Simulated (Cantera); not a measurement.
## Thermal oxidation and active oxidation of silicon: Si + CO₂ + H₂

Charge: 1 mol Si, 0.17 mol CO₂, a varied amount of H₂, held at 1748.15 K and 60.0 Pa.

Equilibrium computed with Cantera from the NASA thermochemical tables; the gas is ideal and each condensed phase is pure. Candidate condensed phases: C, C₆H₆, C₇H₈, C₈H₁₈, H₂O, Si, SiC, SiO₂; 123 gas species. Mutual solubility and eutectic melting of coexisting phases are not modelled. Gases not in the tables: Si₂H₆ and higher silanes. Rates play no part.

From 5.9 mol H₂ to 200 mol H₂ the condensed part is Si(l) + SiC(s). The main Si-bearing gas is SiO at 5.9 mol H₂ and Si at 200 mol H₂. The share of Si in condensed phases is highest at 5.9 mol H₂ (66.7 %) and lowest at 200 mol H₂ (15.8 %).

```csv
n(H₂) (mol),log p H₂,log p SiO,log p H,log p CO,log p Si,log p SiH,log p SiH₂,log p Si₂C,n Si(l),n SiC(s)
5.9,-3.25,-4.52,-5.27,-5.65,-5.84,-7.34,-7.94,-7.93,0.521,0.146
9.8,-3.24,-4.73,-5.26,-5.86,-5.84,-7.33,-7.93,-7.93,0.511,0.146
16,-3.24,-4.94,-5.26,-6.06,-5.84,-7.33,-7.92,-7.93,0.495,0.146
27,-3.23,-5.16,-5.26,-6.29,-5.84,-7.33,-7.92,-7.93,0.466,0.146
45,-3.23,-5.38,-5.26,-6.51,-5.84,-7.33,-7.92,-7.93,0.419,0.145
74,-3.23,-5.60,-5.26,-6.72,-5.84,-7.33,-7.92,-7.93,0.344,0.145
120,-3.23,-5.81,-5.25,-6.93,-5.84,-7.33,-7.92,-7.93,0.224,0.144
200,-3.23,-6.03,-5.25,-7.15,-5.84,-7.33,-7.92,-7.93,0.0159,0.142
```
log p: log10 of the partial pressure in bar; n: condensed amount in mol.
